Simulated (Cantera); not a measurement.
Charge: 1 mol MgCO3, 2.8 mol O2, 0.24 mol H2O, 3.6 mol H2S, at 0.0100 bar.

Equilibrium computed with Cantera from the NASA thermochemical tables; the gas is ideal and each condensed phase is pure. Candidate condensed phases: C, C6H6, C7H8, C8H18, H2O, H2SO4, Mg, MgCO3, MgO, Mg(OH)2, MgS, MgSO4, S; 130 gas species. Gases not in the tables: S3 to S7. Rates play no part. All values below are at 1073 K.

Base state: H2O 0.496, SO2 0.164, S2 0.153, CO2 0.137, H2S 0.0321, H2 0.0126, CO 0.00322, S2O 0.00177 (mole fractions); condensed: MgO(s).

### Question
What changes in the equilibrium state with this change: pressure from 0.0100 bar to 0.133 bar?

### Answer
```tsv
species	before	after
H2O	0.496	0.484
SO2	0.164	0.171
CO2	0.137	0.140
H2S	0.0321	0.0544
S2	0.153	0.139
H2	0.0126	0.00615
CO	0.00322	0.00164
SO	0.000143	7.46e-5
S2O	0.00177	0.00321
MgO(s), mol	1.00	1.00
```

### Question
What changes in the equilibrium state with this change: O2 from 2.8 to 0.7 mol?

### Answer
```csv
species,before,after
H2O,0.496,0.313
H2S,0.0321,0.247
S2,0.153,0.179
SO2,0.164,0.00138
CO,0.00322,0.0349
H2,0.0126,0.0900
CO2,0.137,0.131
CS2,1.17e-7,1.67e-5
COS,0.000259,0.00303
SO,0.000143,1.36e-5
S2O,0.00177,0.000182
"MgO(s), mol",1.00,1.00
```
